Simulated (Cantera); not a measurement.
SiO2 + Cl2 + N2 + O2 (oxide etching and cleaning by halides)

Feed: 1 mol SiO2, 2 mol Cl2, 3.8 mol N2, 0.083 mol O2, equilibrated at 0.133 bar.

These are equilibrium values from Cantera (NASA tables, ideal gas, pure condensed phases), not measurements of a reactor. Candidate condensed phases: Si, SiO2, Si2N2O, Si3N4; 23 gas species. The tables hold silica as quartz up to 1696 K and as liquid above; real silica turns to tridymite and cristobalite and melts near 1996 K. Rates play no part.

| T (K) | x N2 | x Cl2 | x Cl | x O2 | x NO | x ClO | x SiCl4 | n SiO2(α-quartz) | n SiO2(β-quartz) |
|---|---|---|---|---|---|---|---|---|---|
| 825 | 0.646 | 0.340 | 2.62e-5 | 0.0141 | 7.13e-7 | 1.25e-7 | <1e-12 | 1.00 | 0 |
| 925 | 0.646 | 0.340 | 0.000185 | 0.0141 | 3.01e-6 | 6.20e-7 | 2.88e-11 | 0 | 1.00 |
| 1025 | 0.646 | 0.339 | 0.000893 | 0.0141 | 9.59e-6 | 2.25e-6 | 6.50e-10 | 0 | 1.00 |
| 1125 | 0.645 | 0.338 | 0.00327 | 0.0141 | 2.49e-5 | 6.49e-6 | 8.35e-9 | 0 | 1.00 |
| 1225 | 0.643 | 0.333 | 0.00965 | 0.0140 | 5.50e-5 | 1.57e-5 | 6.95e-8 | 0 | 1.00 |
| 1325 | 0.638 | 0.324 | 0.0241 | 0.0139 | 0.000107 | 3.27e-5 | 4.06e-7 | 0 | 1.000 |
| 1425 | 0.629 | 0.305 | 0.0520 | 0.0136 | 0.000189 | 6.02e-5 | 1.74e-6 | 0 | 1.000 |
x: gas mole fraction; n: condensed amount in mol.

At 825 K the condensed part is SiO2(α-quartz). From 925 K to 1425 K the condensed part is SiO2(β-quartz).
